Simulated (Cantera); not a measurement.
Input (Python, Cantera) and output of one run.

```python
import numpy as np
import cantera as ct

gas_names = """
    CL CLO CL2 H HCL HNO HNO2 HNO3 HOCL HO2 H2 H2O H2O2 N NH NH2 NH3 NH2OH NO NO2 NO3 N2 N2H2 N2H4 N2O O
    OH O2 O3
""".split()
cond_names = """
    H2O(s) H2O(L) NH4CL(a) NH4CL(b)
""".split()


# ... load() reads the species with a 1 bar reference pressure and builds the phases ...
atoms = {
    'HCl': {'H': 1, 'CL': 1},
    'H2O': {'H': 2, 'O': 1},
    'N2': {'N': 2},
}
top_T = {}  # K; cautious upper limits of use, not melting points


# ... equilibrate(T, P, feed) seeds the gas with the atoms and calls Mixture.equilibrate('TP', solver="vcs", rtol=1e-11, max_steps=5000) ...
results = []
feed = {'HCl': 1, 'H2O': 0.16, 'N2': 3}  # mol
T = 2225  # K
P = 10000  # Pa
mix = equilibrate(T, P, feed)
results.append((T, P, feed, dict(zip(mix.species_names, mix.species_moles))))
print(gas.report(threshold=0.0001))
for i in range(1, mix.n_phases):
    print(f"{mix.phase(i).name:16s} {mix.phase_moles(i):12.5e} mol")
```

It prints:

```
       temperature   2225 K
          pressure   10000 Pa
           density   0.015784 kg/m^3
  mean mol. weight   29.2 kg/kmol
   phase of matter   gas

                          1 kg             1 kmol
                     ---------------   ---------------
          enthalpy        1.3622e+06        3.9777e+07  J
   internal energy        7.2867e+05        2.1277e+07  J
           entropy              9564        2.7926e+05  J/K
    Gibbs function       -1.9918e+07       -5.8159e+08  J
 heat capacity c_p            1248.7             36461  J/K
 heat capacity c_v            963.94             28147  J/K

                      mass frac. Y      mole frac. X     chem. pot. / RT
                     ---------------   ---------------   ---------------
                CL          0.032647           0.02689           -22.305
                 H        8.1968e-05         0.0023745           -13.219
               HCL           0.26184           0.20971           -35.524
                H2         0.0009278          0.013438           -26.438
               H2O          0.022365           0.03625           -46.641
                NO        0.00032285        0.00031417           -35.179
                N2             0.681           0.70982           -29.951
                 O         6.227e-05        0.00011365           -20.204
                OH         0.0005404        0.00092782           -33.422
                O2        0.00014136          0.000129           -40.407
     [  +19 minor]        7.1424e-05        2.9905e-05
```

Cantera equilibrium calculation (NASA polynomials, part measured and part estimated; ideal gas, pure solids and liquids).
